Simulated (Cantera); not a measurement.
Charge: 1 mol Na₂SO₄, 0.4 mol H₂O, 0.061 mol O₂, held at 0.480 Torr.

Cantera equilibrium calculation (NASA polynomials, part measured and part estimated; ideal gas, pure solids and liquids). Candidate condensed phases: H₂O, H₂SO₄, Na, NaOH, NaO₂, Na₂O, Na₂O₂, Na₂S, Na₂SO₄, S; 27 gas species. The numbers say what is thermodynamically allowed, not how fast it happens.

At 1325 K, list the 7 most abundant gas species with their mole fractions, and the condensed phases.

H₂O 0.846, O₂ 0.133, NaOH 0.0111, SO₂ 0.00601, Na₂SO₄ 0.00294, Na 0.000904, OH 0.000227. Condensed: Na₂SO₄(l).
